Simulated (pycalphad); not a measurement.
An equivalent pycalphad script:

```python
from pycalphad import Database, equilibrium, calculate, variables as v
import numpy as np
db = Database('COST507.tdb')
comps = ['SI', 'AL', 'VA']
phases = ['DIAMOND_A4', 'FCC_A1', 'LIQUID']
eq = equilibrium(db, comps, phases, {v.X('AL'): 0.0017, v.T: np.arange(1850, 499, -75), v.P: 101325, v.N: 1}, output=['HM', 'SM'])
```

All values are pycalphad results on the COST 507 light-alloy database (1999) (1 atm), not direct measurements. The data set is of 1999 and partly superseded. Amounts are mole fractions of atoms.

Results at three of the temperatures:

```
T = 1700.00 K, P = 101325 Pa, N = 1 mol of atoms
G = -69649 J/mol, H = 86537 J/mol, S = 91.87 J/(mol K)  (SER reference)
chemical potentials (J/mol): Si -69426, Al -200725
phase             fraction      x(Si)      x(Al)
LIQUID              1.0000     0.9983     0.0017
```

```
T = 1175.00 K, P = 101325 Pa, N = 1 mol of atoms
G = -39088 J/mol, H = 21686 J/mol, S = 51.72 J/(mol K)  (SER reference)
chemical potentials (J/mol): Si -39049, Al -62103
phase             fraction      x(Si)      x(Al)
DIAMOND_A4          0.9974     1.0000    3.1e-05
LIQUID              0.0026     0.3565     0.6435
```

```
T = 500.00 K, P = 101325 Pa, N = 1 mol of atoms
G = -10623 J/mol, H = 4440 J/mol, S = 30.13 J/(mol K)  (SER reference)
chemical potentials (J/mol): Si -10615, Al -15579
phase             fraction      x(Si)      x(Al)
DIAMOND_A4          0.9983     1.0000   5.81e-12
FCC_A1              0.0017   6.43e-08     1.0000
```

Changes of the phase set, refined by bisection:

```json
[
 {"T (K)": "1686.2", "phases above": "liquid", "phases below": "diamond (Si) + liquid"},
 {"T (K)": "850.1", "phases above": "diamond (Si) + liquid", "phases below": "diamond (Si) + fcc"}
]
```

FCC_A1 is fcc; DIAMOND_A4 is diamond (Si).
